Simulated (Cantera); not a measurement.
Input (Python, Cantera) and output of one run.

```python
import numpy as np
import cantera as ct

gas_names = """
    CL CLO CL2 H HCL HOCL HO2 H2 H2O H2O2 O OH O2 O3
""".split()
cond_names = """
    H2O(s) H2O(L)
""".split()


# ... load() reads the species with a 1 bar reference pressure and builds the phases ...
atoms = {
    'HCl': {'H': 1, 'CL': 1},
    'H2O': {'H': 2, 'O': 1},
}
top_T = {}  # K; cautious upper limits of use, not melting points


# ... equilibrate(T, P, feed) seeds the gas with the atoms and calls Mixture.equilibrate('TP', solver="vcs", rtol=1e-11, max_steps=5000) ...
results = []
feed = {'HCl': 1, 'H2O': 0.069}  # mol
T = 3098  # K
P = 2300  # Pa
mix = equilibrate(T, P, feed)
results.append((T, P, feed, dict(zip(mix.species_names, mix.species_moles))))
x = sorted(zip(gas.X, gas.species_names), reverse=True)
print(f"T = {T:g} K  P = {P:g} Pa  gas = {mix.phase_moles(0):.4g} mol")
print("   x: " + "  ".join(f"{s} {v:.3e}" for v, s in x if v > 0.001))
print("   condensed (mol): " + ("  ".join(f"{mix.phase(i).name} {mix.phase_moles(i):.4g}"
      for i in range(1, mix.n_phases) if mix.phase_moles(i) > 1e-12) or "none"))
```

It prints:

```
T = 3098 K  P = 2300 Pa  gas = 1.845 mol
   x: CL 4.266e-01  H 3.559e-01  HCL 1.154e-01  H2 6.520e-02  O 2.486e-02  OH 7.519e-03  H2O 3.855e-03
   condensed (mol): none
```

Method: chemical equilibrium by Gibbs-energy minimisation in Cantera with the NASA 1993 tables (ideal gas, pure condensed phases).
